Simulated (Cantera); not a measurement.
A freely propagating, adiabatic, planar premixed flame of 8.87 % CO, 9.76 % H2, 5.68 % CH4, 15.9 % O2, 59.8 % N2, unburnt at 400 K and 150000 Pa; unity-Lewis-number transport, grid criteria slope 0.08 and curve 0.16, no radiation.

Cantera simulation using GRI-Mech 3.0 (53 species, 325 reactions); the numbers are that mechanism's predictions, not measurements. Unity Lewis numbers drop preferential diffusion, which matters most where H2 and H carry the flame. Burning velocities carry a grid error of a few per cent, more on coarse grids.

Task: Predict: laminar burning velocity; thermal thickness; peak x(OH); peak x(CH3).

Result: 
- laminar burning velocity: 84.2 cm/s
- thermal thickness: 0.220 mm
- peak x(OH): 0.00881
- peak x(CH3): 0.00146
